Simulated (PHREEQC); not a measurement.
Synthetic water in mmol/kgw, 25 °C, pH 5.62, pe 10.9:

```
constituent           mmol/kgw
--------------------  --------
Na                     0.00198
K                     0.000418
Ca                     0.00113
Mg                    3.59e-05
Cl                    0.000676
S(6)                  0.000926
Alkalinity (meq/kgw)   0.00218
Si                    1.01e-05
F                     3.51e-05
```

Valence states are taken as typed.

All values are PHREEQC results (ion-association model, phreeqc.dat), not measurements.

```tsv
quantity	before	after
ionic strength (mol/kgw)	9.24e-6	2.97e-5
CO2 (mol/kgw)	2.46e-5	5.96e-5
HCO3- (mol/kgw)	4.58e-6	1.11e-5
CaSO4 (mol/kgw)	1.81e-10	2.82e-9
SI of Quartz (SiO2)	-4.02	-3.41
```

Which change was made?
A) pH from 5.62 to 5.92 at the same alkalinity
B) Ca from 0.00113 to 0.00226 mmol/kgw
C) Na from 0.00198 to 0.00396 mmol/kgw
D) pH from 5.62 to 5.5 at the same alkalinity
E) all concentrations times 4 at the same typed pH

E, all concentrations times 4 at the same typed pH

This is a speciation only: nothing precipitates in the calculation. SiF6-2 is the database's only silicon fluoride.
